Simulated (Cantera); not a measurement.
Cantera run:

```python
import numpy as np
import cantera as ct

gas_names = """
    H HI H2 I I2
""".split()
cond_names = """
    I2(cr) I2(L)
""".split()


def load(file, names, dense=False):
    # The tables refer to 1 bar. Condensed volumes are neglected.
    table = {s.name: s for s in ct.Species.list_from_file(file)}
    out = []
    for n in names:
        d = dict(table[n].input_data)
        d["thermo"] = dict(d["thermo"], **{"reference-pressure": 1e5})
        if dense:
            d["equation-of-state"] = {"model": "constant-volume", "density": "1e6 g/cm^3"}
        out.append(ct.Species.from_dict(d))
    return out


gas = ct.Solution(thermo="ideal-gas", species=load("nasa_gas.yaml", gas_names))
cond = {s.name: ct.Solution(thermo="fixed-stoichiometry", species=[s], name=s.name)
        for s in load("nasa_condensed.yaml", cond_names, dense=True)}
atoms = {
    'HI': {'H': 1, 'I': 1},
    'H2': {'H': 2},
}
top_T = {}  # K; cautious upper limits of use, not melting points


def equilibrate(T, P, feed):
    n = {}
    for name, mol in feed.items():
        for a, k in atoms[name].items():
            n[a] = n.get(a, 0.0) + k * mol
    gas.TPX = T, P, n
    mass = sum(n.values()) * gas.mean_molecular_weight
    gas.equilibrate("TP")
    valid = [c for c in cond.values() if c.min_temp <= T <= top_T.get(c.name, c.max_temp)]
    mix = ct.Mixture([(gas, mass / gas.mean_molecular_weight)] + [(c, 0.0) for c in valid])
    mix.T, mix.P = T, P
    mix.equilibrate("TP", solver="vcs", rtol=1e-11, max_steps=5000)
    return mix


results = []
T = 1423.15  # K
P = 101325  # Pa
for m in [0.12, 0.59, 1.1, 1.5, 2, 2.5, 3, 3.5]:
    feed = {'HI': 1, 'H2': m}  # mol
    mix = equilibrate(T, P, feed)
    results.append((T, P, feed, dict(zip(mix.species_names, mix.species_moles))))

top = {s: max(r[3][s] / sum(r[3][g] for g in gas_names) for r in results) for s in gas_names}
cols = sorted((s for s in top if top[s] > 1e-06), key=lambda s: -top[s])[:5]
seen = [c for c in cond_names if any(r[3].get(c, 0) > 1e-12 for r in results)]
print("log10 of partial pressures in bar; condensed amounts in mol")
print(f"{'n(H2)':>10s}" + "".join(f"{s[:9]:>10s}" for s in cols + seen))
for T, P, feed, n in results:
    ng = sum(n[g] for g in gas_names)
    print(f"{feed['H2']:10.4g}" + "".join(f"{np.log10(max(n[s] / ng * P / 1e5, 1e-99)):10.3f}" for s in cols)
          + "".join(f"{n.get(c, 0):10.4g}" for c in seen))
```

Output:

```
log10 of partial pressures in bar; condensed amounts in mol
     n(H2)        H2        HI         I        I2         H
      0.12    -0.593    -0.303    -0.687    -1.261    -5.473
      0.59    -0.357    -0.378    -0.880    -1.647    -5.355
       1.1    -0.248    -0.466    -1.022    -1.933    -5.301
       1.5    -0.200    -0.528    -1.109    -2.105    -5.277
         2    -0.160    -0.597    -1.197    -2.281    -5.257
       2.5    -0.134    -0.656    -1.270    -2.427    -5.244
         3    -0.114    -0.709    -1.332    -2.552    -5.234
       3.5    -0.100    -0.757    -1.387    -2.661    -5.227
```

These are equilibrium values from Cantera (NASA tables, ideal gas, pure condensed phases), not measurements of a reactor.
